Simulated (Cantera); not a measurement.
Charge: 1 mol SiF₄, 1 mol O₂, 1.8 mol N₂, equilibrated at 802 °C and 0.470 bar.

Cantera equilibrium calculation (NASA polynomials, part measured and part estimated; ideal gas, pure solids and liquids). Candidate condensed phases: Si, SiO₂, Si₂N₂O, Si₃N₄; 28 gas species. Equilibrium is a limit: real reactors are often held back by kinetics, nucleation or transport.

Base state: N₂ 0.474, SiF₄ 0.263, O₂ 0.263, NO 5.85e-5 (mole fractions); condensed: gas only.

Question: What changes in the equilibrium state with this change: SiF₄ replaced by SiH₂Cl₂?

Answer: 
| species | before | after |
|---|---|---|
| HCl | 0 | 0.526 |
| N₂ | 0.474 | 0.474 |
| H₂O | 0 | 9.76e-5 |
| SiF₄ | 0.263 | 0 |
| O₂ | 0.263 | <1e-9 |
| SiCl₄ | 0 | 4.88e-5 |
| NO | 5.85e-5 | <1e-9 |
| SiO₂(β-quartz), mol | 0 | 1.000 |
Further candidate phases: H₂O, NH₄Cl.
